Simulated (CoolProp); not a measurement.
R21 along the isotherm 287.5 K: density (kg/m³) from the reference equation and from simpler models built on Tc = 452.7 K, pc = 5.289 MPa, ω = 0.206; each cubic takes its own stable root.

Computed with CoolProp (reference Helmholtz-energy equation of state, Platzer 1990). This equation is an older, rougher fit; its heat capacities, sound speeds and derivatives of the liquid may be far off and weren't checked against measurements.

```tsv
p (MPa)	phase	reference	van der Waals	Soave-Redlich-Kwong	Peng-Robinson
0.0418	gas	1.825	1.812	1.819	1.819
0.0631	gas	2.774	2.745	2.760	2.762
0.0952	gas	4.232	4.164	4.199	4.203
0.144	liquid	1393	6.350	1307	1477
0.217	liquid	1393	9.693	1307	1477
0.327	liquid	1393	14.91	1308	1478
0.493	liquid	1394	23.23	1308	1478
0.743	liquid	1394	870.0	1309	1479
1.12	liquid	1395	872.0	1310	1480
1.69	liquid	1397	874.8	1312	1482
2.55	liquid	1399	878.9	1314	1484
3.85	liquid	1402	884.8	1318	1487
5.81	liquid	1406	892.8	1323	1493
8.76	liquid	1413	903.6	1331	1500
13.2	liquid	1422	917.6	1342	1510
```

At some of these states van der Waals gives the other phase, because its saturation line lies elsewhere.
